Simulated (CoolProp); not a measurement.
Saturated liquid density (kg/m³) of CHF3 (R23): the reference equation beside estimates from Tc = 26.1 °C, pc = 4.832 MPa, ω = 0.263. Rackett uses Z = 0.29056 − 0.08775 ω.

Computed with CoolProp (reference Helmholtz-energy equation of state, Penoncello 2003).

```csv
T (°C),reference,Rackett,Redlich-Kwong,Soave-Redlich-Kwong,Peng-Robinson
-74.85,1418,1336,1168,1213,1372
-71.55,1405,1324,1156,1201,1359
-68.15,1391,1312,1143,(withheld),1346
-64.75,1378,1299,1129,1176,1332
-61.35,1364,1286,1116,1163,1318
-58.05,1350,1273,1102,1150,1303
-54.65,1335,1259,1088,(withheld),1288
-51.25,1321,1245,1073,(withheld),1272
-47.85,1306,1231,1058,1108,1256
-44.55,1291,1217,1043,1093,1239
-41.15,1275,1202,1027,1077,1222
-37.75,1259,1187,1010,1061,1204
-34.35,1242,1172,993.3,1044,1185
-31.05,1226,1156,976.3,1027,1165
```

**Question.** Complete the blanks.

**Answer.** 
- -68.15, Soave-Redlich-Kwong: 1189
- -54.65, Soave-Redlich-Kwong: 1137
- -51.25, Soave-Redlich-Kwong: 1122

Absolute difference from the reference over all 14 rows, mean and median: Rackett 5.7 and 5.7 %, Redlich-Kwong 18.8 and 18.6 %, Soave-Redlich-Kwong 15.1 and 14.9 %, Peng-Robinson 3.8 and 3.6 %.
